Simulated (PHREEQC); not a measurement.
Dissolve 0.25 mol NH4Cl, 0.012 mol KOH and 0.00058 mol LiCl per kg of water at 25 °C. Closed to the air; pH follows from the charge balance.

Computed with PHREEQC (ion-association model, phreeqc.dat).

This is a speciation only: nothing precipitates in the calculation.

Problem. Estimate the pH, activity of water.

Solution. pH 8.15; activity of water 0.991.

Problem. In which forms is N present?

Solution. NH4+ 95 %, NH3 4.8 % of the N.

Species that the database lacks are ignored.
